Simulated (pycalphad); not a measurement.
B-Ti solution, phase LIQUID, at 3250 K; mixing quantities and activities refer to the pure elements in the same phase at that temperature, stable or not. Over part of the range this solution is metastable.

Source of the numbers: pycalphad with the COST 507 light-alloy database (1999); pressure 1 atm. The data set is of 1999 and partly superseded.

```json
[
 {"x(Ti)": "0.02", "ΔH mix (kJ/mol)": "-5.70", "ΔG mix (kJ/mol)": "-6.28", "excess S (J/mol/K)": "-0.64", "a(B)": "0.983", "a(Ti)": "2.13e-5"},
 {"x(Ti)": "0.05", "ΔH mix (kJ/mol)": "-14.15", "ΔG mix (kJ/mol)": "-14.66", "excess S (J/mol/K)": "-1.50", "a(B)": "0.960", "a(Ti)": "4.23e-5"},
 {"x(Ti)": "0.1", "ΔH mix (kJ/mol)": "-27.58", "ΔG mix (kJ/mol)": "-27.67", "excess S (J/mol/K)": "-2.67", "a(B)": "0.904", "a(Ti)": "8.86e-5"},
 {"x(Ti)": "0.2", "ΔH mix (kJ/mol)": "-49.99", "ΔG mix (kJ/mol)": "-49.90", "excess S (J/mol/K)": "-4.19", "a(B)": "0.650", "a(Ti)": "0.000549"},
 {"x(Ti)": "0.3", "ΔH mix (kJ/mol)": "-64.24", "ΔG mix (kJ/mol)": "-65.30", "excess S (J/mol/K)": "-4.75", "a(B)": "0.320", "a(Ti)": "0.00454"},
 {"x(Ti)": "0.4", "ΔH mix (kJ/mol)": "-69.45", "ΔG mix (kJ/mol)": "-72.75", "excess S (J/mol/K)": "-4.58", "a(B)": "0.113", "a(Ti)": "0.0315"},
 {"x(Ti)": "0.5", "ΔH mix (kJ/mol)": "(withheld)", "ΔG mix (kJ/mol)": "(withheld)", "excess S (J/mol/K)": "-3.89", "a(B)": "(withheld)", "a(Ti)": "(withheld)"},
 {"x(Ti)": "0.6", "ΔH mix (kJ/mol)": "-56.76", "ΔG mix (kJ/mol)": "-65.59", "excess S (J/mol/K)": "-2.88", "a(B)": "0.0105", "a(Ti)": "0.366"},
 {"x(Ti)": "0.7", "ΔH mix (kJ/mol)": "-43.09", "ΔG mix (kJ/mol)": "-53.82", "excess S (J/mol/K)": "-1.78", "a(B)": "0.00399", "a(Ti)": "0.620"},
 {"x(Ti)": "0.8", "ΔH mix (kJ/mol)": "-27.84", "ΔG mix (kJ/mol)": "-38.80", "excess S (J/mol/K)": "-0.79", "a(B)": "0.00195", "a(Ti)": "0.791"},
 {"x(Ti)": "0.9", "ΔH mix (kJ/mol)": "-13.09", "ΔG mix (kJ/mol)": "-21.47", "excess S (J/mol/K)": "-0.12", "a(B)": "0.000936", "a(Ti)": "0.898"},
 {"x(Ti)": "0.95", "ΔH mix (kJ/mol)": "(withheld)", "ΔG mix (kJ/mol)": "(withheld)", "excess S (J/mol/K)": "0.02", "a(B)": "(withheld)", "a(Ti)": "(withheld)"},
 {"x(Ti)": "0.98", "ΔH mix (kJ/mol)": "-2.47", "ΔG mix (kJ/mol)": "-5.22", "excess S (J/mol/K)": "0.03", "a(B)": "0.000177", "a(Ti)": "0.980"}
]
```

Q: Fill in the missing entries.

A: 
- 0.5, ΔH mix (kJ/mol): -66.35
- 0.5, ΔG mix (kJ/mol): -72.45
- 0.5, a(B): 0.0337
- 0.5, a(Ti): 0.139
- 0.95, ΔH mix (kJ/mol): -6.32
- 0.95, ΔG mix (kJ/mol): -11.74
- 0.95, a(B): 0.000462
- 0.95, a(Ti): 0.948
